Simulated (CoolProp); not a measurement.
m-xylene along the isotherm 620 K: density (kg/m³) from the reference equation and from simpler models built on Tc = 616.9 K, pc = 3.535 MPa, ω = 0.326; each cubic takes its own stable root.

The numbers come from the reference Helmholtz-energy equation of state, Zhou 2012 in CoolProp.

| p (MPa) | phase | reference |
|---|---|---|
| 0.736 | gas | 16.45 |
| 1.47 | gas | 36.29 |
| 2.21 | gas | 62.27 |
| 2.95 | gas | 101.6 |
| 3.68 | supercritical | 308.3 |
| 4.42 | supercritical | 431.2 |
| 5.15 | supercritical | 458.1 |
| 5.89 | supercritical | 476.0 |
| 6.63 | supercritical | 489.6 |
| 7.36 | supercritical | 500.6 |
| 8.1 | supercritical | 510.2 |
| 8.84 | supercritical | 518.5 |

Task: How far does each simpler model (ideal gas, Soave-Redlich-Kwong) lie from the reference over these 12 states: mean and median of the absolute difference, and the worst?

Result: 
- ideal gas: mean 55.9 %, median 68.5 %, worst -78.9 % at 620 K and 4.42 MPa
- Soave-Redlich-Kwong: mean 13.1 %, median 16.1 %, worst -22.5 % at 620 K and 3.68 MPa
